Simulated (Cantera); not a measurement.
Reactions in the system Cu-F-N-O

Cantera with NASA thermochemical tables; ideal gases at 1 bar, condensed phases pure. Values are per mole of reaction as written; species without (g) are pure solids or liquids, kept so even where they would boil at 1 bar.

6 NO(g) + 9 CuF2 ⇌ 9 Cu + 6 NF3(g) + 2 O3(g)

| T (K) | ΔH° (kJ) | ΔS° (J/K) | ΔG° (kJ) | log10 K | condensed phases |
|---|---|---|---|---|---|
| 300 | 3795.7 | 378.8 | 3682.1 | -641.09 | CuF2(s), Cu(s) |
| 1098 | 3671.7 | 181.3 | 3472.7 | -165.20 | CuF2(s), Cu(s) |
| 1173 | 3157.4 | -282.1 | 3488.3 | -155.33 | CuF2(l), Cu(s) |
| 1248 | 3140.0 | -296.5 | 3510.0 | -146.91 | CuF2(l), Cu(s) |
| 1323 | 3123.4 | -309.4 | 3532.7 | -139.48 | CuF2(l), Cu(s) |
| 1398 | 3226.0 | -233.9 | 3552.9 | -132.75 | CuF2(l), Cu(l) |
| 1473 | 3210.6 | -244.6 | 3570.8 | -126.62 | CuF2(l), Cu(l) |
| 1548 | 3195.5 | -254.6 | 3589.6 | -121.12 | CuF2(l), Cu(l) |
| 1623 | 3180.6 | -264.0 | 3609.0 | -116.15 | CuF2(l), Cu(l) |
| 1698 | 3166.1 | -272.7 | 3629.2 | -111.64 | CuF2(l), Cu(l) |
| 1773 | 3151.8 | -280.9 | 3649.9 | -107.53 | CuF2(l), Cu(l) |
